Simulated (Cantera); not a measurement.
Input: 1 mol Pb, 1.3 mol CO, 49 mol N2, equilibrated at 700 K and 1.33 mbar.

Equilibrium computed with Cantera from the NASA thermochemical tables; the gas is ideal and each condensed phase is pure. Candidate condensed phases: C, Pb, PbO, PbO2, Pb3O4; 27 gas species. Rates play no part.

Base state: N2 0.976, CO 0.0211, CO2 0.00240 (mole fractions); condensed: C(graphite) + Pb(l).

Question: What changes in the equilibrium state with this change: N2 from 49 to 1.5 mol?

Answer: 
| species | before | after |
|---|---|---|
| N2 | 0.976 | 0.633 |
| CO | 0.0211 | 0.184 |
| CO2 | 0.00240 | 0.182 |
| C(graphite), mol | 0.120 | 0.432 |
| Pb(l), mol | 1.000 | 1.000 |
